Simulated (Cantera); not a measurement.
A Cantera script and its output.

```python
import numpy as np
import cantera as ct

gas = ct.Solution("gri30.yaml")
gas.TPX = 1150, 101325, {'CH4': 1, 'C2H6': 0.26, 'C3H8': 0.17, 'O2': 11.4, 'N2': 137}
reactor = ct.IdealGasReactor(gas, energy="on", clone=False)
net = ct.ReactorNet([reactor])
net.rtol, net.atol = 1e-08, 1e-16
show = ['CH4', 'C2H6', 'C3H8', 'CH2O', 'CH2CO', 'OH', 'CH3']
times = np.geomspace(6e-06, 0.5, 15)

steps = ct.SolutionArray(gas, extra=["t"])
rows = []
print(f"{'t/s':>10s}{'T/K':>9s}{'P/Pa':>11s}" + "".join(f"{s:>11s}" for s in show))
for t in times:
    while net.time < t:
        t_next = net.step()
        steps.append(gas.state, t=t_next)
    rows.append([np.interp(t, steps.t, y) for y in (steps.T, steps.P, *steps(*show).X.T)])
    print(f"{t:10.3e}{rows[-1][0]:9.1f}{rows[-1][1]:11.4g}" + "".join(f"{x:11.3e}" for x in rows[-1][2:]))
rate = np.gradient(steps.T, steps.t)
print("integrator steps:", len(steps.t))
if steps.T.max() > steps.T[0] + 200:
    print(f"time of steepest temperature rise: {steps.t[rate.argmax()]:.4e} s")
gas.TPX = 1150, 101325, {'CH4': 1, 'C2H6': 0.26, 'C3H8': 0.17, 'O2': 11.4, 'N2': 137}
gas.equilibrate("UV")
print(f"equilibrium (UV): T = {gas.T:.1f} K  " + "  ".join(f"{s} {gas[s].X[0]:.3e}" for s in show))
```

It prints:

```
       t/s      T/K       P/Pa        CH4       C2H6       C3H8       CH2O      CH2CO         OH        CH3
 6.000e-06   1150.0  1.013e+05  6.674e-03  1.735e-03  1.135e-03  1.155e-11  7.546e-18  1.194e-10  1.308e-08
 1.348e-05   1150.0  1.013e+05  6.674e-03  1.735e-03  1.135e-03  6.051e-11  4.451e-16  4.929e-10  3.039e-08
 3.028e-05   1150.0  1.013e+05  6.674e-03  1.735e-03  1.135e-03  3.268e-10  1.053e-14  9.800e-10  7.249e-08
 6.802e-05   1150.0  1.013e+05  6.674e-03  1.735e-03  1.135e-03  1.815e-09  1.134e-13  1.234e-09  1.706e-07
 1.528e-04   1150.0  1.013e+05  6.674e-03  1.735e-03  1.134e-03  1.036e-08  9.267e-13  1.645e-09  3.905e-07
 3.432e-04   1150.0  1.013e+05  6.674e-03  1.735e-03  1.134e-03  6.409e-08  8.635e-12  3.013e-09  8.798e-07
 7.710e-04   1150.0  1.013e+05  6.674e-03  1.734e-03  1.133e-03  4.643e-07  1.219e-10  8.862e-09  1.992e-06
 1.732e-03   1150.0  1.013e+05  6.670e-03  1.729e-03  1.128e-03  4.723e-06  4.434e-09  4.768e-08  5.180e-06
 3.891e-03   1151.3  1.015e+05  6.562e-03  1.619e-03  1.036e-03  1.142e-04  1.565e-06  8.889e-07  2.441e-05
 8.740e-03   1527.1  1.348e+05  1.253e-18 -3.801e-29  2.185e-37  2.038e-15  1.901e-21  2.762e-04 -6.973e-17
 1.963e-02   1531.5  1.352e+05  2.364e-19 -1.938e-31  2.761e-43  2.267e-18  6.367e-25  6.214e-05 -5.933e-19
 4.411e-02   1531.8  1.352e+05 -1.771e-20  7.043e-30  4.274e-46 -7.560e-19 -4.180e-24  3.601e-05  8.448e-20
 9.908e-02   1531.8  1.352e+05  4.033e-22 -5.924e-33 -3.565e-47  7.872e-20  1.042e-27  3.222e-05 -3.074e-22
 2.226e-01   1531.8  1.352e+05  2.575e-25  8.794e-40  1.998e-54  6.054e-20  2.124e-28  3.213e-05  2.194e-25
 5.000e-01   1531.8  1.352e+05  1.995e-25 -1.095e-43  8.655e-58  6.054e-20  1.751e-28  3.213e-05  1.777e-25
integrator steps: 1862
time of steepest temperature rise: 6.5837e-03 s
equilibrium (UV): T = 1529.3 K  CH4 1.422e-30  C2H6 3.116e-56  C3H8 1.787e-81  CH2O 5.702e-20  CH2CO 5.350e-35  OH 3.142e-05  CH3 1.250e-30
```

Cantera simulation using GRI-Mech 3.0 (53 species, 325 reactions); the numbers are that mechanism's predictions, not measurements. GRI-Mech 3.0 was tuned for natural gas; its chemistry of propane as a main component is partial and can be far from experiment.
